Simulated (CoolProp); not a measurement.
Saturation properties of ammonia (Tc = 132.4 °C, pc = 113.6 bar, ω = 0.256).

Values from CoolProp's reference Helmholtz-energy equation of state, Gao 2020.

```tsv
T (°C)	p (bar)	liquid density (kg/m³)	vapour density (kg/m³)	liquid cp (kJ/(kg K))	liquid viscosity (µPa s)	vapour viscosity (µPa s)
17.45	7.893	614.1	6.186	4.720	142	9.60
32.35	12.50	591.7	9.684	4.849	123	10.1
47.25	18.92	567.7	14.66	5.028	107	10.6
62.15	27.54	541.4	21.64	5.286	92.6	11.1
77.05	38.82	512.0	31.49	5.682	80.3	11.8
91.95	53.25	478.1	45.68	6.365	69.1	12.7
106.85	71.40	436.2	67.33	7.838	58.4	14.0
121.85	94.18	375.7	106.6	13.50	46.7	16.7
```

It boils at -33.3 °C under 1 atm.

Viscosity comes from a separate model (Fenghour 1995).
